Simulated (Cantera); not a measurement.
Gas mixture: O₂ = 0.52 (molar parts), at 0.987 atm, frozen composition.

Cantera's kinetic-theory transport with the Lennard-Jones parameters of GRI-Mech 3.0, ideal gas; thermal conductivity in the multicomponent form.

One state of this run: ρ (kg/m³) = 0.335; cp (J/kg/K) = 1109; μ (µPa s) = 52.5; λ (mW/m/K) = 82.1; Pr = 0.709; D (cm²/s) H₂O = 2.74; D (cm²/s) N₂ = 2.08; D (cm²/s) CO₂ = 1.66. D: mixture-averaged diffusion coefficient of that species in the mixture.

Q: Which value of T (K) does it belong to?
A) 1150
B) 400
C) 1300
D) 850

A: A, 1150
